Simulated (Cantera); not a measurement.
An isothermal, constant-pressure homogeneous reactor starts with H2 : O2 : N2 = 0.0064 : 1 : 0.31 (molar parts), equivalence ratio 0.0032, at 1000 K and 0.00240 bar.

Model: the H2/O2 subset of GRI-Mech 3.0, which has no nitrogen chemistry, integrated in Cantera. Radical loss at walls, strong at low pressure, is not modelled.

One state of this run: x H2 = 0.000282; x O2 = 0.756; x H = 0.000487; x HO2 = 3.92e-7; x OH = 0.000420. x: mole fraction; the columns are a selection and need not sum to one.

Task: Which value of t (s) does it belong to?
A) 1.08
B) 0.00418
C) 0.000259
D) 0.270

Result: D, 0.270
